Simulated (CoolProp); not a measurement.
Dry air along the isotherm -137.75 °C: Z from the reference equation and from simpler models built on Tc = -140.6 °C, pc = 3.786 MPa, ω = 0.034; each cubic takes its own stable root.

Computed with CoolProp (reference Helmholtz-energy equation of state, Lemmon 2000). It is a pseudo-pure fit of the blend.

| p (MPa) | phase | reference |
|---|---|---|
| 0.018 | gas | 0.9985 |
| 0.0319 | gas | 0.9973 |
| 0.0568 | gas | 0.9953 |
| 0.101 | gas | 0.9915 |
| 0.18 | gas | 0.9849 |
| 0.319 | gas | 0.9730 |
| 0.568 | gas | 0.9512 |
| 1.01 | gas | 0.9106 |
| 1.8 | gas | 0.8304 |
| 3.19 | gas | 0.6457 |
| 5.68 | supercritical | 0.2831 |

Question: How far does each simpler model (van der Waals, Redlich-Kwong, Soave-Redlich-Kwong, Peng-Robinson) lie from the reference over these 11 states: mean and median of the absolute difference, and the worst?

Answer: 
- van der Waals: mean 3.2 %, median 0.3 %, worst +26.5 % at -137.75 °C and 5.68 MPa
- Redlich-Kwong: mean 0.9 %, median 0.0 %, worst +8.6 % at -137.75 °C and 5.68 MPa
- Soave-Redlich-Kwong: mean 0.9 %, median 0.0 %, worst +8.8 % at -137.75 °C and 5.68 MPa
- Peng-Robinson: mean 0.8 %, median 0.4 %, worst -3.3 % at -137.75 °C and 3.19 MPa
